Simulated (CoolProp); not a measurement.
A Linde-Hampson liquefier for ethylene: isothermal reversible compression at 320 K from 1 atm to 25 MPa, throttling to 1 atm, return gas leaving the recuperator 2 K below the feed. Each further row changes one setting.

Model: reference Helmholtz-energy equation of state, Smukala 2000, in CoolProp.

```csv
case,liquid yield per pass,compression work (kJ/kg of gas)
as stated,0.423,432
high pressure 50 MPa,0.418,491
warm-end temperature 350 K,0.346,498
warm-end gap 7 K,0.416,432
```
